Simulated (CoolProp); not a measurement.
Aqueous ethylene glycol as a coolant, 60 % by mass, freezing at -51.2 °C, 1 atm.

The numbers come from the Melinder's fits for secondary coolants in CoolProp.

```tsv
T (°C)	cp (kJ/(kg K))	conductivity (W/(m K))	density (kg/m³)	viscosity (mPa s)
-0.7	2.962	0.347	1088	11.2
3.5	2.991	0.349	1086	9.24
7.7	___	0.351	1084	7.70
11.9	___	0.353	1082	6.50
16.1	3.073	___	1079	5.55
20.3	3.100	0.357	1077	___
24.5	3.126	0.359	1074	4.18
28.7	3.152	0.361	1072	3.68
32.9	3.177	0.363	1069	3.27
```

### Question
What belongs in the gaps?

### Answer

- 7.7, cp (kJ/(kg K)): 3.019
- 11.9, cp (kJ/(kg K)): 3.046
- 16.1, conductivity (W/(m K)): 0.355
- 20.3, viscosity (mPa s): 4.80
